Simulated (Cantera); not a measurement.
Charge: 1 mol HF, 0.15 mol H₂, 5.7 mol O₂, equilibrated at 2227 °C and 0.800 bar.

Cantera equilibrium calculation (NASA polynomials, part measured and part estimated; ideal gas, pure solids and liquids). Candidate condensed phases: H₂O; 22 gas species. Kinetics and transport are ignored.

Base state: O₂ 0.812, HF 0.145, H₂O 0.0175, O 0.0146, OH 0.00897, F 0.000751, H 0.000319, H₂ 0.000129 (mole fractions); condensed: gas only.

### Question
What changes in the equilibrium state with this change: 0.086 mol N₂ added?

### Answer
```json
[
 {"species": "O₂", "before": "0.812", "after": "0.800"},
 {"species": "HF", "before": "0.145", "after": "0.144"},
 {"species": "H₂O", "before": "0.0175", "after": "0.0173"},
 {"species": "N₂", "before": "0", "after": "0.00989"},
 {"species": "NO", "before": "0", "after": "0.00503"},
 {"species": "O", "before": "0.0146", "after": "0.0145"},
 {"species": "HO₂", "before": "1.57e-5", "after": "1.54e-5"},
 {"species": "OH", "before": "0.00897", "after": "0.00888"},
 {"species": "F", "before": "0.000751", "after": "0.000744"},
 {"species": "H₂", "before": "0.000129", "after": "0.000128"}
]
```

### Question
What changes in the equilibrium state with this change: temperature from 2227 °C to 1550 °C?

### Answer
```csv
species,before,after
O₂,0.812,0.830
HF,0.145,0.148
H₂O,0.0175,0.0219
O,0.0146,0.000154
OH,0.00897,0.000552
H,0.000319,6.49e-7
F,0.000751,1.00e-5
H₂,0.000129,1.79e-6
HO₂,1.57e-5,1.61e-6
```
